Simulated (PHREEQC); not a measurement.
A solution holds 0.0069 mol HF and 0.43 mol NH4F per kg of water, at 25 °C. Closed to the air; pH follows from the charge balance.

Model: ion-association model, phreeqc.dat, run in PHREEQC.

Each row changes one thing in this solution. This is a speciation only: nothing precipitates in the calculation.

```csv
case,pH,HF2- (mol/kgw),HF (mol/kgw),NH3 (mol/kgw)
as made,5.14,0.00424,0.00267,1.88e-5
HF replaced by H2SiF6 at the same molality,4.81,0.00832,0.00547,8.73e-6
0.0077 mol/kgw H3PO4 added,4.80,0.00890,0.00577,8.45e-6
temperature from 25 to 15 °C,5.05,0.00409,0.00281,7.31e-6
NH4F from 0.43 to 0.215 mol/kgw,4.75,(withheld),0.00381,4.37e-6
HF from 0.0069 to 0.00345 mol/kgw,5.45,0.00214,(withheld),3.76e-5
0.054 mol/kgw NaHCO3 added,6.91,7.25e-5,(withheld),0.00107
HF from 0.0069 to 0.00621 mol/kgw,5.19,0.00382,0.00240,2.09e-5
```

Task: Complete the blanks.

Result: 
- NH4F from 0.43 to 0.215 mol/kgw, HF2- (mol/kgw): 0.00307
- HF from 0.0069 to 0.00345 mol/kgw, HF (mol/kgw): 0.00134
- 0.054 mol/kgw NaHCO3 added, HF (mol/kgw): 4.51e-5

Species that the database lacks are ignored. Carbamate, which ammonia and carbonate form, is missing from the database.
